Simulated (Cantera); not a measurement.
**Carbon deposition, reforming and gasification: toluene + H2**

Feed: 1 mol toluene, 7.3 mol H2, equilibrated at 1900000 Pa.

These are equilibrium values from Cantera (NASA tables, ideal gas, pure condensed phases), not measurements of a reactor. Candidate condensed phases: C, C6H6, C7H8, C8H18; 76 gas species. The numbers say what is thermodynamically allowed, not how fast it happens.

From 1198 K to 2848 K the condensed part is C(graphite). The main C-bearing gas is CH4 at 1198 K and C2H2 (acetylene) at 2848 K. The share of C in condensed phases is highest at 2098 K (98.5 %) and lowest at 1198 K (73.5 %).

```csv
T (K),x H2,x CH4,x C2H2 (acetylene),x H,x C4H2,x CH3,n C(graphite)
1198,0.803,0.197,7.95e-8,3.91e-8,<1e-12,1.82e-7,5.14
1348,0.908,0.0915,1.09e-6,5.06e-7,<1e-12,1.01e-6,6.05
1498,0.955,0.0450,8.42e-6,3.85e-6,2.83e-11,3.67e-6,6.51
1648,0.976,0.0242,4.36e-5,2.02e-5,7.59e-10,1.02e-5,6.73
1798,0.985,0.0143,0.000170,8.02e-5,1.16e-8,2.35e-5,6.84
1948,0.990,0.00911,0.000534,0.000258,1.15e-7,4.73e-5,6.88
2098,0.991,0.00619,0.00142,0.000703,8.17e-7,8.56e-5,6.90
2248,0.990,0.00443,0.00328,0.00168,4.44e-6,0.000142,6.87
2398,0.986,0.00329,0.00681,0.00359,1.94e-5,0.000221,6.80
2548,0.977,0.00252,0.0129,0.00701,7.03e-5,0.000322,6.67
2698,0.962,0.00197,0.0225,0.0127,0.000219,0.000445,6.44
2848,0.939,0.00155,0.0367,0.0215,0.000597,0.000584,6.10
```
x: gas mole fraction; n: condensed amount in mol.
